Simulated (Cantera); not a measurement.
# Metals in furnace atmospheres: Pb + CO

Charge: 1 mol Pb, 10 mol CO, at 823.15 K.

These are equilibrium values from Cantera (NASA tables, ideal gas, pure condensed phases), not measurements of a reactor. Candidate condensed phases: C, Pb, PbO, PbO2, Pb3O4; 15 gas species. Rates play no part.

```json
[
 {"P (Pa)": "10", "x CO": "0.994", "x CO2": "0.00471", "x Pb": "0.00135", "n C(graphite)": "0.0469", "n Pb(l)": "0.987"},
 {"P (Pa)": "61", "x CO": "0.972", "x CO2": "0.0275", "x Pb": "0.000221", "n C(graphite)": "0.268", "n Pb(l)": "0.998"},
 {"P (Pa)": "370", "x CO": "0.867", "x CO2": "0.133", "x Pb": "3.65e-5", "n C(graphite)": "1.17", "n Pb(l)": "1.000"},
 {"P (Pa)": "2200", "x CO": "0.610", "x CO2": "0.390", "x Pb": "6.13e-6", "n C(graphite)": "2.81", "n Pb(l)": "1.000"},
 {"P (Pa)": "13000", "x CO": "0.329", "x CO2": "0.671", "x Pb": "1.04e-6", "n C(graphite)": "4.02", "n Pb(l)": "1.000"},
 {"P (Pa)": "82000", "x CO": "0.148", "x CO2": "0.852", "x Pb": "1.65e-7", "n C(graphite)": "4.60", "n Pb(l)": "1.000"},
 {"P (Pa)": "500000", "x CO": "0.0627", "x CO2": "0.937", "x Pb": "2.70e-8", "n C(graphite)": "4.84", "n Pb(l)": "1.00"},
 {"P (Pa)": "3000000", "x CO": "0.0261", "x CO2": "0.974", "x Pb": "4.50e-9", "n C(graphite)": "4.93", "n Pb(l)": "1.00"}
]
```
x: gas mole fraction; n: condensed amount in mol.

From 10.0 Pa to 30.0 bar the condensed part is C(graphite) + Pb(l).
